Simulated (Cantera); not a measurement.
# Premixed flame

A freely propagating, adiabatic, planar premixed flame of 47.3 % H2, 10.7 % O2, 40.9 % N2, 1.09 % H2O, equivalence ratio 2.2, unburnt at 648 K and 4.05 atm; mixture-averaged transport, grid criteria slope 0.08 and curve 0.16, no radiation.

Computed with Cantera and the H2/O2 subset of GRI-Mech 3.0, which has no nitrogen chemistry. The hydrogen kinetics of GRI-Mech 3.0 are dated; newer H2 mechanisms differ, most at raised pressure. Burning velocities carry a grid error of a few per cent, more on coarse grids.

```tsv
z (mm)	T (K)	u (m/s)	x H2	x O2	x O	x H	x H2O2	x HO2
-0.230	648	10.1	0.473	0.107	<1e-8	<1e-8	<1e-8	<1e-8
-0.153	648	10.1	0.473	0.107	<1e-8	<1e-8	<1e-8	<1e-8
-0.115	648	10.1	0.473	0.107	<1e-8	<1e-8	<1e-8	3.02e-8
-0.0765	648	10.1	0.473	0.107	1.50e-8	9.08e-8	1.23e-8	2.81e-6
-0.0383	698	10.8	0.465	0.107	1.90e-5	0.000307	1.10e-5	0.000569
-0.0191	957	14.4	0.430	0.0993	0.000331	0.00636	2.86e-5	0.000473
0	1344	19.7	0.356	0.0680	0.00185	0.0295	8.11e-6	0.000221
0.0191	1616	23.5	0.289	0.0276	0.00224	0.0531	2.19e-6	8.37e-5
0.0383	1752	25.3	0.261	0.00831	0.00136	0.0602	1.14e-6	2.44e-5
0.0765	1869	26.9	0.256	0.00102	0.000695	0.0543	5.69e-7	2.96e-6
0.153	1974	28.2	0.263	0.000193	0.000420	0.0413	3.03e-7	6.75e-7
0.306	2066	29.3	0.271	8.98e-5	0.000221	0.0285	1.57e-7	3.49e-7
0.612	2139	30.1	0.277	3.91e-5	9.65e-5	0.0182	7.57e-8	1.63e-7
```
x: mole fraction of selected species; z is measured from the peak of heat release.

```
Item                         Result
------------------------  ---------
laminar burning velocity  1010 cm/s
thermal thickness         0.0765 mm
peak x(O)                   0.00239
peak x(H)                    0.0602
peak x(H2O2)                2.92e-5
peak x(HO2)                0.000683
```
